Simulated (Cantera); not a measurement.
Mixture: CH4 : H2 : O2 : N2 : CO2 = 1 : 0.38 : 4.56 : 17.2 : 0.52 (molar parts), equivalence ratio 0.48, at 7500 Torr, adiabatic and at constant volume. Ignition delay is the time to a rise of 400 K.

Detailed kinetics in Cantera: GRI-Mech 3.0 (53 species, 325 reactions).

### Question
Predict: delay at 1200 K; delay at 1400 K; delay at 1600 K; delay at 1800 K; delay at 2000 K; apparent activation energy between 1900 and 2100 K.

### Answer
```
Item                                                     Value
--------------------------------------------------  ----------
delay at 1200 K                                       0.484 ms
delay at 1400 K                                        80.6 µs
delay at 1600 K                                        21.8 µs
delay at 1800 K                                        7.44 µs
delay at 2000 K                                        3.04 µs
apparent activation energy between 1900 and 2100 K  140 kJ/mol
```
